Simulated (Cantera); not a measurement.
Cantera run, input and output.

```python
import numpy as np
import cantera as ct

gas = ct.Solution("SiF4_NH3_mec.yaml", "gas")
gas.TPX = 2350, 3100, {'NH3': 1, 'N2': 3.6}
inlet = ct.Reservoir(gas, clone=True)

reactor = ct.IdealGasConstPressureReactor(gas, energy="off", clone=False)
exhaust = ct.Reservoir(gas, clone=True)
tau = [3.5, 1, 0.29, 0.083, 0.024, 0.0069, 0.002, 0.00057, 0.00016][0]
for a, b in ((inlet, reactor), (reactor, exhaust)):
    ct.MassFlowController(a, b, mdot=lambda t: reactor.mass / tau)
net = ct.ReactorNet([reactor])
show = ['NH3', 'N2', 'N2H2', 'H2', 'NH2', 'NH', 'H']

rows = []
print(f"{'tau/s':>10s}{'T/K':>9s}" + "".join(f"{s:>11s}" for s in show))
for tau in [3.5, 1, 0.29, 0.083, 0.024, 0.0069, 0.002, 0.00057, 0.00016]:
    net.initial_time = 0.0
    net.advance(30 * tau)
    before = gas.X
    net.advance(40 * tau)
    drift = np.max(np.abs(gas.X - before) / (gas.X + 1e-9))
    rows.append([gas.T, *gas[show].X, drift])
    print(f"{tau:10.3e}{gas.T:9.1f}" + "".join(f"{x:11.3e}" for x in gas[show].X))
```

Output:

```
     tau/s      T/K        NH3         N2       N2H2         H2        NH2         NH          H
 3.500e+00   2350.0  1.085e-03  7.307e-01  2.776e-08  2.635e-01  6.115e-05  2.189e-05  4.664e-03
 1.000e+00   2350.0  7.328e-03  7.330e-01  1.481e-07  2.573e-01  1.976e-04  3.308e-05  2.177e-03
 2.900e-01   2350.0  2.504e-02  7.374e-01  5.541e-07  2.357e-01  4.598e-04  5.018e-05  1.362e-03
 8.300e-02   2350.0  6.665e-02  7.471e-01  1.705e-06  1.844e-01  9.359e-04  7.067e-05  8.207e-04
 2.400e-02   2350.0  1.301e-01  7.619e-01  3.746e-06  1.059e-01  1.594e-03  8.289e-05  4.199e-04
 6.900e-03   2350.0  1.827e-01  7.741e-01  5.392e-06  4.062e-02  2.267e-03  7.367e-05  1.739e-04
 2.000e-03   2350.0  2.069e-01  7.798e-01  4.697e-06  1.062e-02  2.546e-03  4.762e-05  5.608e-05
 5.700e-04   2350.0  2.148e-01  7.818e-01  1.560e-06  1.703e-03  1.672e-03  1.977e-05  1.361e-05
 1.600e-04   2350.0  2.167e-01  7.824e-01  1.303e-07  2.996e-04  5.604e-04  3.475e-06  6.715e-06
```

Cantera simulation using the gas-phase N/H chemistry of the illustrative SiF4/NH3 mechanism in the Surface Chemkin manual (1991); the numbers are that mechanism's predictions, not measurements. Walls and surfaces, which speed up NH3 decomposition in real reactors, are not modelled.
